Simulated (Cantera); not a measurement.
Charge: 1 mol MgSO₄, 0.11 mol H₂, equilibrated at 1.00 bar.

Method: chemical equilibrium by Gibbs-energy minimisation in Cantera with the NASA 1993 tables (ideal gas, pure condensed phases). Candidate condensed phases: H₂O, H₂SO₄, Mg, MgO, Mg(OH)₂, MgS, MgSO₄, S; 26 gas species. Rates play no part. All values below are at 1598 K.

Base state: SO₂ 0.638, O₂ 0.283, H₂O 0.0709, SO₃ 0.00794, OH 0.000158 (mole fractions); condensed: MgO(s).

What changes in the equilibrium state with this change: H₂ from 0.11 to 0.052 mol?


```tsv
species	before	after
SO₂	0.638	0.650
O₂	0.283	0.308
H₂O	0.0709	0.0342
OH	0.000158	0.000112
SO₃	0.00794	0.00843
MgO(s), mol	1.00	1.00
```

What changes in the equilibrium state with this change: MgSO₄ replaced by LiOH?


```csv
species,before,after
H₂O,0.0709,0.760
H₂,8.63e-7,0.175
LiOH,0,0.0636
SO₂,0.638,0
O₂,0.283,<1e-9
SO₃,0.00794,0
Li₂(OH)₂,0,0.00151
Li,0,8.04e-5
"MgO(s), mol",1.00,0
"Li₂O(s), mol",0,0.479
```
Further candidate phases: Li, LiH, LiOH, Li₂O.
